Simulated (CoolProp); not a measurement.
Properties of R124 along the isotherm 262.5 K (Tc = 395.4 K, pc = 3.624 MPa, ω = 0.288).

Model: reference Helmholtz-energy equation of state, de Vries 1995, in CoolProp.

```csv
p (MPa),phase,density (kg/m³),viscosity (µPa s),Prandtl number
0.121,liquid,1470,390,5.07
0.242,liquid,1470,390,5.07
0.362,liquid,1470,391,5.07
0.483,liquid,1471,392,5.08
0.604,liquid,1471,392,5.08
0.725,liquid,1472,393,5.09
0.846,liquid,1472,394,5.09
0.967,liquid,1472,395,5.10
1.09,liquid,1473,395,5.10
1.21,liquid,1473,396,5.10
1.33,liquid,1474,397,5.11
1.45,liquid,1474,397,5.11
1.57,liquid,1474,398,5.12
1.69,liquid,1475,399,5.12
1.81,liquid,1475,399,5.12
```

Viscosity comes from a separate model (Bell 2016), an estimate that may be off by 10 % or more. Thermal conductivity comes from a separate model (Huber 2003), an estimate that may be off by 10 % or more.
